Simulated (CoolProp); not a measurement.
A Linde-Hampson liquefier for dry air: isothermal reversible compression at 300 K from 1 atm to 40 MPa, throttling to 1 atm, return gas leaving the recuperator 5 K below the feed. Each further row changes one setting.

The numbers come from the reference Helmholtz-energy equation of state, Lemmon 2000 in CoolProp. It is a pseudo-pure fit of the blend.

| case | liquid yield per pass | compression work (kJ/kg of gas) |
|---|---|---|
| as stated | ? | 520 |
| high pressure 80 MPa | 0.065 | ? |
| warm-end temperature 330 K | ? | ? |
| warm-end gap 10 K | ? | 520 |

Problem. Some entries are withheld; supply them.

Solution. 
- as stated, liquid yield per pass: 0.095
- high pressure 80 MPa, compression work (kJ/kg of gas): 604
- warm-end temperature 330 K, liquid yield per pass: 0.068
- warm-end temperature 330 K, compression work (kJ/kg of gas): 576
- warm-end gap 10 K, liquid yield per pass: 0.084
